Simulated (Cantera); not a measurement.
## Boron, boron nitride and boron oxide: B₂O₃ + NH₃ + H₂ + O₂

A closed system holds: 1 mol B₂O₃, 3.8 mol NH₃, a varied amount of H₂, 0.5 mol O₂, equilibrated at 1400 K and 0.0280 bar.

Method: chemical equilibrium by Gibbs-energy minimisation in Cantera with the NASA 1993 tables (ideal gas, pure condensed phases). Candidate condensed phases: B, BN, B₂O₃, B₃O₃H₃, H₂O; 39 gas species. Gases not in the tables: H₃BO₃. Equilibrium is a limit: real reactors are often held back by kinetics, nucleation or transport.

```
n(H₂) (mol)  log p H₂  log p N₂  log p H₂O  log p HBO₂  log p HBO  log p B₂O₃  log p (HBO₂)₃  log p H  n B₂O₃(l)
-----------  --------  --------  ---------  ----------  ---------  ----------  -------------  -------  ---------
0.36            -1.75     -2.18      -2.49       -3.28      -6.09       -5.62          -5.96    -6.19      0.923
0.55            -1.75     -2.19      -2.50       -3.28      -6.08       -5.62          -5.97    -6.19      0.922
0.83            -1.74     -2.20      -2.52       -3.29      -6.06       -5.62          -5.99    -6.18      0.920
1.3             -1.73     -2.23      -2.54       -3.30      -6.04       -5.62          -6.03    -6.18      0.918
1.9             -1.71     -2.26      -2.57       -3.32      -6.01       -5.62          -6.07    -6.17      0.916
2.9             -1.70     -2.30      -2.62       -3.34      -5.97       -5.62          -6.14    -6.16      0.912
4.5             -1.68     -2.36      -2.68       -3.37      -5.92       -5.62          -6.24    -6.15      0.905
6.8             -1.65     -2.44      -2.76       -3.41      -5.85       -5.62          -6.36    -6.14      0.897
10              -1.63     -2.52      -2.85       -3.46      -5.79       -5.62          -6.49    -6.13      0.887
16              -1.61     -2.65      -2.99       -3.52      -5.70       -5.62          -6.70    -6.12      0.870
24              -1.60     -2.78      -3.12       -3.59      -5.62       -5.62          -6.90    -6.11      0.850
37              -1.58     -2.93      -3.28       -3.67      -5.52       -5.62          -7.14    -6.10      0.823
56              -1.57     -3.08      -3.45       -3.76      -5.43       -5.62          -7.40    -6.10      0.790
```
log p: log10 of the partial pressure in bar; n: condensed amount in mol.

From 0.36 mol H₂ to 56 mol H₂ the condensed part is B₂O₃(l). The share of B in condensed phases is highest at 0.36 mol H₂ (92.3 %) and lowest at 56 mol H₂ (79.0 %).
